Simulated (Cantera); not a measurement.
Gas mixture: 100 % O2, at 2.70 Torr, frozen composition.

Cantera's kinetic-theory transport with the Lennard-Jones parameters of GRI-Mech 3.0, ideal gas; thermal conductivity in the multicomponent form.

D: mixture-averaged diffusion coefficient of that species in the mixture.

| T (K) | ρ (kg/m³) | cp (J/kg/K) | μ (µPa s) | λ (mW/m/K) | Pr | D (cm²/s) OH | D (cm²/s) CO2 | D (cm²/s) H2O |
|---|---|---|---|---|---|---|---|---|
| 400 | 0.00346 | 941.4 | 25.6 | 33.9 | 0.712 | 150 | 74.3 | [?] |
| 500 | 0.00277 | 971.4 | 30.0 | 41.1 | 0.711 | 220 | 111 | [?] |
| 600 | 0.00231 | 1003 | 34.1 | 48.1 | 0.710 | 299 | 152 | [?] |
| 700 | 0.00198 | 1031 | 37.8 | 54.9 | 0.710 | 387 | 199 | [?] |
| 800 | 0.00173 | 1055 | 41.4 | 61.5 | 0.710 | 484 | 250 | [?] |
| 900 | 0.00154 | 1074 | 44.7 | 67.7 | 0.709 | 590 | 305 | [?] |
| 1000 | 0.00139 | 1090 | 47.9 | 73.7 | 0.709 | 703 | 365 | [?] |
| 1100 | 0.00126 | 1103 | 51.0 | 79.4 | 0.709 | 824 | 428 | [?] |

Question: Fill in the missing entries.

Answer: 
- 400, D (cm²/s) H2O: 112
- 500, D (cm²/s) H2O: 171
- 600, D (cm²/s) H2O: 240
- 700, D (cm²/s) H2O: 317
- 800, D (cm²/s) H2O: 403
- 900, D (cm²/s) H2O: 496
- 1000, D (cm²/s) H2O: 596
- 1100, D (cm²/s) H2O: 704
